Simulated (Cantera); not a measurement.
Cantera run, input and output.

```python
import numpy as np
import cantera as ct

gas = ct.Solution("gri30.yaml")
gas.TPX = 1275, 43000, {'C3H8': 1, 'H2': 8.1, 'N2': 0.011}
reactor = ct.IdealGasConstPressureReactor(gas, energy="off", clone=False)
net = ct.ReactorNet([reactor])
net.rtol, net.atol = 1e-08, 1e-18
show = ['C3H8', 'H2', 'C2H', 'CH4', 'H']
times = np.geomspace(4e-06, 5, 11)

steps = ct.SolutionArray(gas, extra=["t"])
rows = []
print(f"{'t/s':>10s}{'T/K':>9s}{'P/Pa':>11s}" + "".join(f"{s:>11s}" for s in show))
for t in times:
    while net.time < t:
        t_next = net.step()
        steps.append(gas.state, t=t_next)
    rows.append([np.interp(t, steps.t, y) for y in (steps.T, steps.P, *steps(*show).X.T)])
    print(f"{t:10.3e}{rows[-1][0]:9.1f}{rows[-1][1]:11.4g}" + "".join(f"{x:11.3e}" for x in rows[-1][2:]))
rate = np.gradient(steps.T, steps.t)
print("integrator steps:", len(steps.t))
if steps.T.max() > steps.T[0] + 200:
    print(f"time of steepest temperature rise: {steps.t[rate.argmax()]:.4e} s")
gas.TPX = 1275, 43000, {'C3H8': 1, 'H2': 8.1, 'N2': 0.011}
gas.equilibrate("TP")
print(f"equilibrium (TP): T = {gas.T:.1f} K  " + "  ".join(f"{s} {gas[s].X[0]:.3e}" for s in show))
```

Result:

```
       t/s      T/K       P/Pa       C3H8         H2        C2H        CH4          H
 4.000e-06   1275.0    4.3e+04  1.097e-01  8.890e-01  2.016e-21  5.622e-06  1.434e-06
 1.628e-05   1275.0    4.3e+04  1.095e-01  8.888e-01  3.708e-18  1.202e-04  6.044e-06
 6.629e-05   1275.0    4.3e+04  1.069e-01  8.868e-01  3.068e-15  2.130e-03  1.997e-05
 2.699e-04   1275.0    4.3e+04  8.969e-02  8.734e-01  2.844e-13  1.672e-02  2.823e-05
 1.099e-03   1275.0    4.3e+04  4.120e-02  8.354e-01  6.200e-12  5.874e-02  3.115e-05
 4.472e-03   1275.0    4.3e+04  2.964e-03  8.045e-01  2.803e-11  9.469e-02  1.880e-05
 1.821e-02   1275.0    4.3e+04  4.805e-05  8.019e-01  2.514e-11  9.900e-02  7.113e-06
 7.411e-02   1275.0    4.3e+04  5.150e-06  8.016e-01  4.810e-11  1.018e-01  6.191e-06
 3.017e-01   1275.0    4.3e+04  3.424e-06  7.992e-01  7.625e-11  1.099e-01  5.246e-06
 1.228e+00   1275.0    4.3e+04  2.570e-06  7.875e-01  6.663e-11  1.311e-01  4.181e-06
 5.000e+00   1275.0    4.3e+04  1.838e-06  7.605e-01  3.727e-11  1.765e-01  2.885e-06
integrator steps: 1079
equilibrium (TP): T = 1275.0 K  C3H8 2.202e-07  H2 6.912e-01  C2H 3.178e-12  CH4 2.929e-01  H 9.409e-07
```

Computed with Cantera and GRI-Mech 3.0 (53 species, 325 reactions). GRI-Mech 3.0 was tuned for natural gas; its chemistry of propane as a main component is partial and can be far from experiment. GRI-Mech 3.0 stops at C3 and has no aromatics, soot or wall deposition, so with more carbon than oxygen in the feed, carbon stays in small species such as C2H2 where larger ones or solid carbon would form.
